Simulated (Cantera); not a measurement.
A closed system holds: 1 mol PbO, 1.8 mol CH₄, 0.34 mol CO, at 1998.15 K and 15000 Pa.

These are equilibrium values from Cantera (NASA tables, ideal gas, pure condensed phases), not measurements of a reactor. Candidate condensed phases: C, C₆H₆, C₇H₈, C₈H₁₈, H₂O, Pb, PbO, PbO₂, Pb₃O₄; 113 gas species. The numbers say what is thermodynamically allowed, not how fast it happens.

Base state: H₂ 0.603, CO 0.225, Pb 0.168, H 0.00322, C₂H₂ (acetylene) 0.000458, CH₄ 2.33e-5, Pb₂ 2.07e-5 (mole fractions); condensed: C(graphite).

What changes in the equilibrium state with this change: PbO replaced by TiO₂?


```csv
species,before,after
H₂,0.603,0.687
CO,0.225,0.310
H,0.00322,0.00344
Pb,0.168,0
Pb₂,2.07e-5,0
C₂H₂ (acetylene),0.000458,1.52e-7
CO₂,1.96e-7,2.17e-5
"C(graphite), mol",0.794,0
"TiC(s), mol",0,0.520
"Ti₂O₃(s), mol",0,0.240
```
Mutual solubility and eutectic melting of coexisting phases are not modelled. TiC: taken at fixed stoichiometry. Further candidate phases: Ti, TiC, TiO, TiO₂, Ti₂O₃, Ti₃O₅, Ti₄O₇.
